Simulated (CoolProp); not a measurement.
R1123 along the isobar 6.17 MPa: density (kg/m³) from the reference equation and from simpler models built on Tc = 58.6 °C, pc = 4.549 MPa, ω = 0.243; each cubic takes its own stable root.

The numbers come from the reference Helmholtz-energy equation of state, Akasaka 2020 in CoolProp.

| T (°C) | phase | reference |
|---|---|---|
| -50.55 | liquid | 1326 |
| -35.65 | liquid | 1280 |
| -20.85 | liquid | 1231 |
| -5.95 | liquid | 1177 |
| 8.95 | liquid | 1118 |
| 23.85 | liquid | 1051 |
| 38.75 | liquid | 971.2 |
| 53.55 | liquid | 865.6 |
| 68.45 | supercritical | 668.2 |
| 83.35 | supercritical | 354.8 |
| 98.25 | supercritical | 269.6 |
| 113.15 | supercritical | 230.4 |
| 127.95 | supercritical | 205.6 |

### Question
How far does each simpler model (van der Waals, Redlich-Kwong, Soave-Redlich-Kwong, Peng-Robinson) lie from the reference over these 13 states: mean and median of the absolute difference, and the worst?

### Answer
- van der Waals: mean 27.2 %, median 34.9 %, worst -38.0 % at -50.55 °C and 6.17 MPa
- Redlich-Kwong: mean 10.6 %, median 11.9 %, worst -17.2 % at 53.55 °C and 6.17 MPa
- Soave-Redlich-Kwong: mean 9.4 %, median 8.9 %, worst -18.6 % at 68.45 °C and 6.17 MPa
- Peng-Robinson: mean 3.1 %, median 2.4 %, worst -11.6 % at 68.45 °C and 6.17 MPa
